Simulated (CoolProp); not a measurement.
Dry air at 293.15 K and 1.36 MPa flows at 0.057 m/s in a round tube of 2 mm bore and 15 µm roughness, fully developed (64/Re and Nu = 3.66 if laminar; Colebrook and Gnielinski if turbulent). Each further row changes one setting.

Computed with CoolProp (reference Helmholtz-energy equation of state, Lemmon 2000). It is a pseudo-pure fit of the blend.

```
case                Reynolds number  Darcy friction factor  pressure drop (Pa/m)  heat-transfer coefficient (W/(m² K))  mass flow (kg/h)
------------------  ---------------  ---------------------  --------------------  ------------------------------------  ----------------
as stated                       101                  0.636                  8.39                                  48.2            0.0105
velocity 0.114 m/s              201                  0.318                  16.8                                  48.2            0.0209
diameter 4 mm                   201                  0.318                  2.10                                  24.1            0.0419
```

Viscosity comes from a separate model (Lemmon 2004). Thermal conductivity comes from a separate model (Lemmon 2004).
